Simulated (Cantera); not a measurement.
Charge: 1 mol AlN, 1.9 mol Cl2, 20 mol H2, held at 1150 °C and 3.60 Torr.

Cantera equilibrium calculation (NASA polynomials, part measured and part estimated; ideal gas, pure solids and liquids). Candidate condensed phases: Al, AlCl3, AlN, NH4Cl; 20 gas species. The tables' values for AlCl2 are old estimates; treat these amounts as uncertain. Equilibrium is a limit: real reactors are often held back by kinetics, nucleation or transport.

Base state: H2 0.869, HCl 0.0633, AlCl3 0.0287, N2 0.0225, AlCl 0.0109, AlCl2 0.00545, H 8.94e-5 (mole fractions); condensed: gas only.

Task: What changes in the equilibrium state with this change: H2 from 20 to 58 mol?

Result: 
```csv
species,before,after
H2,0.869,0.942
HCl,0.0633,0.0328
AlCl,0.0109,0.00870
AlCl3,0.0287,0.00566
N2,0.0225,0.00827
AlCl2,0.00545,0.00216
H,8.94e-5,9.31e-5
```
